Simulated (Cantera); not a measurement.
A diamond (100) surface in a fixed gas of H2 with x(CH4) = 0.0055, x(H) = 0.0087, x(CH3) = 0.00053, at 1375 K; coverages are run to steady state.

Model: the Harris–Goodwin 1993 mechanism for the reconstructed diamond (100) surface, integrated in Cantera.

θ: site fractions in the mechanism's names (c6HH fully hydrogenated, c6H* and c6*H radical sites, c6** diradical, c6HM methylated).

```json
[
 {"P (Pa)": "390", "growth (µm/h)": "0.206", "θ c6HH": "0.345", "θ c6H*": "0.0570", "θ c6*H": "0.541", "θ c6**": "0.0568", "θ c6HM": "(withheld)"},
 {"P (Pa)": "740", "growth (µm/h)": "0.533", "θ c6HH": "0.345", "θ c6H*": "0.0570", "θ c6*H": "0.541", "θ c6**": "0.0567", "θ c6HM": "(withheld)"},
 {"P (Pa)": "1400", "growth (µm/h)": "1.27", "θ c6HH": "0.345", "θ c6H*": "0.0570", "θ c6*H": "0.541", "θ c6**": "0.0566", "θ c6HM": "(withheld)"},
 {"P (Pa)": "2700", "growth (µm/h)": "2.93", "θ c6HH": "0.345", "θ c6H*": "0.0570", "θ c6*H": "0.540", "θ c6**": "0.0565", "θ c6HM": "(withheld)"},
 {"P (Pa)": "5200", "growth (µm/h)": "6.66", "θ c6HH": "0.345", "θ c6H*": "0.0570", "θ c6*H": "0.540", "θ c6**": "0.0564", "θ c6HM": "(withheld)"},
 {"P (Pa)": "9900", "growth (µm/h)": "15.3", "θ c6HH": "0.345", "θ c6H*": "0.0570", "θ c6*H": "0.540", "θ c6**": "0.0564", "θ c6HM": "(withheld)"},
 {"P (Pa)": "19000", "growth (µm/h)": "37.4", "θ c6HH": "0.344", "θ c6H*": "0.0571", "θ c6*H": "0.539", "θ c6**": "0.0563", "θ c6HM": "(withheld)"},
 {"P (Pa)": "36000", "growth (µm/h)": "94.1", "θ c6HH": "0.344", "θ c6H*": "0.0573", "θ c6*H": "0.538", "θ c6**": "0.0563", "θ c6HM": "(withheld)"}
]
```

**Question.** What belongs in the gaps?

**Answer.** 
- 390, θ c6HM: 2.01e-5
- 740, θ c6HM: 4.11e-5
- 1400, θ c6HM: 8.26e-5
- 2700, θ c6HM: 0.000165
- 5200, θ c6HM: 0.000321
- 9900, θ c6HM: 0.000601
- 19000, θ c6HM: 0.00109
- 36000, θ c6HM: 0.00188
